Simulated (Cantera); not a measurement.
A closed system holds: 1 mol toluene, 1.2 mol H2, 31 mol N2, equilibrated at 1400 Pa.

Cantera equilibrium calculation (NASA polynomials, part measured and part estimated; ideal gas, pure solids and liquids). Candidate condensed phases: C, C6H6, C7H8, C8H18; 110 gas species. Ions and electrons are included (thermal ionisation). Kinetics and transport are ignored. All values below are at 3500 K.

Base state: N2 0.658, H 0.222, CN 0.0495, C 0.0402, C3 0.0142, C2 0.00841, HCN 0.00285, H2 0.00197 (mole fractions); condensed: gas only.

Q: What changes in the equilibrium state with this change: N2 from 31 to 1.4 mol?

A: 
```tsv
species	before	after
H	0.222	0.660
C3	0.0142	0.0948
N2	0.658	0.0758
H2	0.00197	0.0175
C2	0.00841	0.0298
C	0.0402	0.0757
CN	0.0495	0.0316
C2H2 (acetylene)	1.52e-5	0.000478
C5	3.43e-5	0.000808
C4	3.14e-5	0.000394
```
